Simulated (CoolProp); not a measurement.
Saturated liquid density (kg/m³) of fluoroethane (R161): the reference equation beside estimates from Tc = 375.2 K, pc = 50.10 bar, ω = 0.216. Rackett uses Z = 0.29056 − 0.08775 ω.

Computed with CoolProp (reference Helmholtz-energy equation of state, Wu 2012).

```
T (K)  reference  Rackett  van der Waals
-----  ---------  -------  -------------
249.7      797.0      [?]          453.3
252.7      792.4    732.4          450.4
255.8      787.6    727.3          447.4
258.9      782.7    722.2          444.3
262        777.8    717.1          441.2
265.1      772.7    711.9          438.0
268.2      767.5    706.6          434.8
271.2      762.4    701.4          431.6
274.3      757.0    695.9          428.2
277.4      751.5    690.4          424.8
280.5        [?]    684.8          421.4
283.6      740.1    679.2            [?]
286.7      734.2    673.4          414.2
```

Problem. Fill in the missing entries.

Solution. 
- 249.7, Rackett: 737.2
- 280.5, reference: 745.9
- 283.6, van der Waals: 417.8

Absolute difference from the reference over all 13 rows, mean and median: Rackett 7.9 and 7.9 %, van der Waals 43.4 and 43.3 %.
